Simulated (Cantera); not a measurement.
A jet of 5.36 % CH4, 11.6 % O2, 83.1 % N2, equivalence ratio 0.93 at 300 K and 37.5 Torr hits a platinum plate 3.1 cm away at a mass flux of 0.093 kg/m²/s; the plate temperature is set and raised in steps from an oxygen-covered start.

Computed with Cantera and Deutschmann's 1995 Pt surface mechanism with GRI-Mech 3.0 gas chemistry. Catalytic surfaces can have several steady states; this one follows from the mechanism file's or the stated starting coverage.

One state of this run: wall x CH4 = 0.0188; wall x O2 = 0.0416; wall x H2O = 0.0645; wall x OH = 1.76e-6; wall x CO = 3.18e-5; wall x CO2 = 0.0427; θ free Pt = 0.587; θ O* = 0.412; θ OH* = 0.000922. x: mole fraction at the wall; θ: surface coverage.

Which value of plate T (K) does it belong to?
(A) 1000
(B) 950
(C) 900
(D) 1100

D, 1100
